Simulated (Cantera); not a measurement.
Charge: 1 mol HF, 1.3 mol H2, 0.028 mol O2, equilibrated at 2302 °C and 0.100 bar.

Equilibrium computed with Cantera from the NASA thermochemical tables; the gas is ideal and each condensed phase is pure. Candidate condensed phases: H2O; 22 gas species. Equilibrium is a limit: real reactors are often held back by kinetics, nucleation or transport.

Base state: H2 0.483, HF 0.418, H 0.0761, H2O 0.0225, OH 0.000800, F 0.000166, O 8.20e-5 (mole fractions); condensed: gas only.

Task: What changes in the equilibrium state with this change: pressure from 0.100 bar to 27.0 Pa?

Result: 
```csv
species,before,after
H,0.0761,0.605
HF,0.418,0.291
H2,0.483,0.0824
O,8.20e-5,0.0123
H2O,0.0225,0.00155
O2,1.56e-6,9.44e-5
F,0.000166,0.00539
OH,0.000800,0.00257
```
